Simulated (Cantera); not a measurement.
An isothermal, constant-pressure homogeneous reactor starts with CH4 : H2 : N2 = 0.022 : 1 : 0.00039 (molar parts), at 2200 K and 0.280 bar. Integrator tolerance rtol = 1e-08.

Cantera simulation using GRI-Mech 3.0 (53 species, 325 reactions); the numbers are that mechanism's predictions, not measurements. GRI-Mech 3.0 stops at C3 and has no aromatics, soot or wall deposition, so with more carbon than oxygen in the feed, carbon stays in small species such as C2H2 where larger ones or solid carbon would form.

```tsv
quantity	before	after
x(CH4) at 80.0 s	0.000142 (gas-phase equilibrium 0.000141)	0.000143 (gas-phase equilibrium 0.000142)
x(H2) at 80.0 s	0.978 (gas-phase equilibrium 0.978)	0.979 (gas-phase equilibrium 0.979)
x(HCN) at 80.0 s	4.00e-5 (gas-phase equilibrium 0.000611)	2.06e-5 (gas-phase equilibrium 0.000341)
x(C2H2) at 80.0 s	0.0104 (gas-phase equilibrium 0.0101)	0.0104 (gas-phase equilibrium 0.0102)
x(H) at 80.0 s	0.0106 (gas-phase equilibrium 0.0106)	0.0106 (gas-phase equilibrium 0.0106)
```

Name the change that produced these shifts.
(A) temperature 2200 to 1450 K
(B) temperature 2200 to 2023 K
(C) N2 0.00039 to 0.0034 parts
(D) N2 0.00039 to 0.0002 parts

D, N2 0.00039 to 0.0002 parts
